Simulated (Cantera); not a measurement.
## Silicon oxide and oxynitride deposition: SiH2Cl2 + NO + H2

Input: 1 mol SiH2Cl2, 0.22 mol NO, 8.9 mol H2, equilibrated at 0.000520 bar.

Cantera equilibrium calculation (NASA polynomials, part measured and part estimated; ideal gas, pure solids and liquids). Candidate condensed phases: H2O, NH4Cl, Si, SiO2, Si2N2O, Si3N4; 47 gas species. Mutual solubility and eutectic melting of coexisting phases are not modelled. The tables' values for SiCl3, SiCl, SiN are old estimates; treat these amounts as uncertain. The tables hold silica as quartz up to 1696 K and as liquid above; real silica turns to tridymite and cristobalite and melts near 1996 K. Gases not in the tables: Si2H6 and higher silanes. The numbers say what is thermodynamically allowed, not how fast it happens.

```
T (K)  log p H2  log p HCl  log p SiCl2  log p H  log p SiO  log p Si  log p N2  n Si(s)  n SiO2(β-quartz)  n Si2N2O(s)  n Si(l)
-----  --------  ---------  -----------  -------  ---------  --------  --------  -------  ----------------  -----------  -------
1173      -3.35      -4.26        -4.82    -8.60      -6.62    -12.31    -11.80    0.340            0.0525        0.110        0
1248      -3.35      -4.25        -4.75    -8.01      -5.69    -11.11    -10.50    0.307            0.0337        0.110        0
1323      -3.36      -4.26        -4.72    -7.48      -5.28    -10.05     -8.95    0.259                 0        0.110        0
1398      -3.36      -4.27        -4.71    -7.00      -5.28     -9.11     -7.20    0.249                 0        0.109        0
1473      -3.36      -4.28        -4.70    -6.58      -5.16     -8.26     -5.75    0.274                 0       0.0723        0
1548      -3.36      -4.29        -4.69    -6.19      -4.99     -7.50     -5.29    0.336                 0            0        0
1623      -3.36      -4.30        -4.68    -5.84      -4.99     -6.81     -5.29    0.324                 0            0        0
1698      -3.37      -4.30        -4.68    -5.52      -4.99     -6.18     -5.30        0                 0            0    0.307
1773      -3.37      -4.29        -4.71    -5.23      -5.00     -5.67     -5.30        0                 0            0    0.289
1848      -3.38      -4.29        -4.74    -4.97      -5.00     -5.20     -5.30        0                 0            0    0.204
```
log p: log10 of the partial pressure in bar; n: condensed amount in mol.

From 1173 K to 1248 K the condensed part is Si(s) + SiO2(β-quartz) + Si2N2O(s). From 1323 K to 1473 K the condensed part is Si(s) + Si2N2O(s). From 1548 K to 1623 K the condensed part is Si(s). From 1698 K to 1848 K the condensed part is Si(l). The main Si-bearing gas is SiCl2 throughout. The share of Si in condensed phases is highest at 1173 K (61.2 %) and lowest at 1848 K (20.4 %).
